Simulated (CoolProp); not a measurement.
Vapour-liquid equilibrium of R1234yf (1) + R152A (2) at 312 K; x and y are mole fractions of (1).

Model: multi-fluid Helmholtz-energy mixture model, Lemmon 2022 and Outcalt 1996; pair parameters Bell 2023, in CoolProp.

| x | bubble pressure (MPa) | y at the bubble point | dew pressure at overall composition x (MPa) | liquid density (mol/L) |
|---|---|---|---|---|
| 0.05 | 0.9018 | 0.066 | 0.8970 | 12.77 |
| 0.15 | 0.9345 | 0.183 | 0.9258 | 12.23 |
| 0.25 | 0.9591 | 0.286 | 0.9511 | 11.74 |
| 0.35 | 0.9772 | 0.381 | 0.9719 | 11.28 |
| 0.45 | 0.9899 | 0.472 | 0.9873 | 10.87 |
| 0.55 | 0.9980 | 0.562 | 0.9971 | 10.49 |
| 0.65 | 1.002 | 0.654 | 1.002 | 10.14 |
| 0.75 | 1.002 | 0.748 | 1.002 | 9.813 |
| 0.85 | 0.9990 | 0.845 | 0.9988 | 9.514 |
| 0.95 | 0.9930 | 0.947 | 0.9928 | 9.236 |

y crosses x between x = 0.65 and 0.75: the model has an azeotrope there.

Pair parameters are fitted to limited data, so mixtures are less certain than the pure fluids.
